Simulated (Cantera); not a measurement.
Input (Python, Cantera) and output of one run.

```python
import numpy as np
import cantera as ct

gas_names = [...]  # 113 gases of nasa_gas.yaml made of C, F, H, Si
cond_names = """
    C(gr) C6H6(L) C7H8(L) C8H18(L),n-octa Si(cr) Si(L) SiC(b)
""".split()


# ... load() reads the species with a 1 bar reference pressure and builds the phases ...
atoms = {
    'CF4': {'C': 1, 'F': 4},
    'Si': {'Si': 1},
    'H2': {'H': 2},
}
top_T = {'C(gr)': 4500, 'SiC(b)': 3050}  # K; cautious upper limits of use, not melting points


# ... equilibrate(T, P, feed) seeds the gas with the atoms and calls Mixture.equilibrate('TP', solver="vcs", rtol=1e-11, max_steps=5000) ...
results = []
feed = {'CF4': 1, 'Si': 0.037, 'H2': 0.29}  # mol
T = 2075  # K
for P in [1, 6.8, 46, 320, 2200, 15000, 100000]:
    mix = equilibrate(T, P, feed)
    results.append((T, P, feed, dict(zip(mix.species_names, mix.species_moles))))

top = {s: max(r[3][s] / sum(r[3][g] for g in gas_names) for r in results) for s in gas_names}
cols = sorted((s for s in top if top[s] > 1e-05), key=lambda s: -top[s])[:9]
seen = [c for c in cond_names if any(r[3].get(c, 0) > 1e-12 for r in results)]
print("log10 of partial pressures in bar; condensed amounts in mol")
print(f"{'P/Pa':>10s}" + "".join(f"{s[:9]:>10s}" for s in cols + seen))
for T, P, feed, n in results:
    ng = sum(n[g] for g in gas_names)
    print(f"{P:10.4g}" + "".join(f"{np.log10(max(n[s] / ng * P / 1e5, 1e-99)):10.3f}" for s in cols)
          + "".join(f"{n.get(c, 0):10.4g}" for c in seen))
```

It prints:

```
log10 of partial pressures in bar; condensed amounts in mol
      P/Pa         F       CF4        HF       CF2      SiF4       CF3        CF      SiF3         H     C(gr)
         1    -5.094    -9.784    -5.816    -6.585    -7.017    -9.663    -7.272    -8.859    -9.129    0.8808
       6.8    -4.332    -6.738    -4.938    -5.062    -6.135    -7.379    -6.511    -8.739    -9.014     0.537
        46    -3.750    -4.407    -3.976    -3.897    -5.171    -5.631    -5.928    -8.358    -8.634   0.07014
       320    -3.396    -2.992    -2.984    -3.189    -4.179    -4.569    -5.574    -7.720    -7.996   0.05245
      2200    -3.145    -1.987    -2.084    -2.687    -3.279    -3.815    -5.323    -7.071    -7.347    0.1193
   1.5e+04    -2.923    -1.099    -1.229    -2.243    -2.424    -3.150    -5.101    -6.438    -6.714     0.155
     1e+05    -2.712    -0.256    -0.398    -1.821    -1.593    -2.517    -4.891    -5.817    -6.093    0.1706
```

Method: chemical equilibrium by Gibbs-energy minimisation in Cantera with the NASA 1993 tables (ideal gas, pure condensed phases). The tables' values for SiF3 are old estimates; treat these amounts as uncertain. Gases not in the tables: C2F6 and larger saturated fluorocarbons.
